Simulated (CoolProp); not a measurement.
A simple Rankine cycle with benzene: condensing at 329.15 K, boiler at 2.63 MPa, turbine inlet 553.9 K, turbine efficiency 0.65, pump efficiency 0.6, no recuperator. Each further row changes one setting.

Values from CoolProp's reference Helmholtz-energy equation of state, Thol 2012.

```json
[
 {"case": "as stated", "thermal efficiency (%)": "…", "net work (kJ/kg)": "…", "heat in (kJ/kg)": "717", "turbine exit temperature (K)": "…", "volume ratio over the turbine": "…"},
 {"case": "turbine inlet 573.9 K", "thermal efficiency (%)": "16.7", "net work (kJ/kg)": "127", "heat in (kJ/kg)": "762", "turbine exit temperature (K)": "480.7", "volume ratio over the turbine": "60.2"},
 {"case": "condensing temperature 321.15 K", "thermal efficiency (%)": "17.6", "net work (kJ/kg)": "…", "heat in (kJ/kg)": "…", "turbine exit temperature (K)": "453.3", "volume ratio over the turbine": "83.0"},
 {"case": "boiler pressure 1.84 MPa", "thermal efficiency (%)": "15.8", "net work (kJ/kg)": "116", "heat in (kJ/kg)": "736", "turbine exit temperature (K)": "472.2", "volume ratio over the turbine": "…"},
 {"case": "turbine efficiency 0.55", "thermal efficiency (%)": "14.1", "net work (kJ/kg)": "…", "heat in (kJ/kg)": "717", "turbine exit temperature (K)": "470.0", "volume ratio over the turbine": "63.7"}
]
```

Task: Fill in the missing entries.

Result: 
- as stated, thermal efficiency (%): 16.8
- as stated, net work (kJ/kg): 120
- as stated, turbine exit temperature (K): 458.5
- as stated, volume ratio over the turbine: 62.1
- condensing temperature 321.15 K, net work (kJ/kg): 129
- condensing temperature 321.15 K, heat in (kJ/kg): 732
- boiler pressure 1.84 MPa, volume ratio over the turbine: 40.5
- turbine efficiency 0.55, net work (kJ/kg): 101
